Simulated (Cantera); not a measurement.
Standard-state values (1 bar) from the NASA 1993 polynomials, evaluated with Cantera. Values are per mole of reaction as written; species without (g) are pure solids or liquids, kept so even where they would boil at 1 bar.

CH3(g) → 3 H(g) + C

```
T (K)  ΔH° (kJ)  ΔS° (J/K)  ΔG° (kJ)  log10 K
-----  --------  ---------  --------  -------
1800      543.8      204.8     175.2    -5.08
1875        [?]        [?]       [?]      [?]
1950      546.0      206.0     144.4    -3.87
2025      547.1      206.5     128.9    -3.33
2100      548.1      207.0     113.4    -2.82
2175        [?]        [?]       [?]      [?]
2250      550.1      207.9      82.3    -1.91
```

Task: What belongs in the gaps?

Result: 
- 1875, ΔH° (kJ): 545.0
- 1875, ΔS° (J/K): 205.4
- 1875, ΔG° (kJ): 159.8
- 1875, log10 K: -4.45
- 2175, ΔH° (kJ): 549.1
- 2175, ΔS° (J/K): 207.5
- 2175, ΔG° (kJ): 97.9
- 2175, log10 K: -2.35
